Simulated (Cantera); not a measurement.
Cu + NH₃ + H₂ (metals in furnace atmospheres)

Input: 1 mol Cu, 0.79 mol NH₃, 3.9 mol H₂, held at 173 Torr.

Method: chemical equilibrium by Gibbs-energy minimisation in Cantera with the NASA 1993 tables (ideal gas, pure condensed phases). Candidate condensed phases: Cu; 11 gas species. Equilibrium is a limit: real reactors are often held back by kinetics, nucleation or transport.

| T (°C) | x H₂ | x N₂ | x Cu | x H | n Cu(s) | n Cu(l) |
|---|---|---|---|---|---|---|
| 952 | 0.928 | 0.0721 | 1.05e-7 | 6.26e-7 | 1.000 | 0 |
| 1027 | 0.928 | 0.0721 | 6.86e-7 | 2.22e-6 | 1.000 | 0 |
| 1102 | 0.928 | 0.0721 | 3.58e-6 | 6.88e-6 | 0 | 1.000 |
| 1177 | 0.928 | 0.0721 | 1.50e-5 | 1.90e-5 | 0 | 1.000 |
| 1252 | 0.928 | 0.0721 | 5.41e-5 | 4.75e-5 | 0 | 1.000 |
| 1327 | 0.928 | 0.0721 | 0.000173 | 0.000109 | 0 | 0.999 |
| 1402 | 0.927 | 0.0720 | 0.000496 | 0.000233 | 0 | 0.997 |
x: gas mole fraction; n: condensed amount in mol.

From 952 °C to 1027 °C the condensed part is Cu(s). From 1102 °C to 1402 °C the condensed part is Cu(l). The main Cu-bearing gas is Cu throughout.
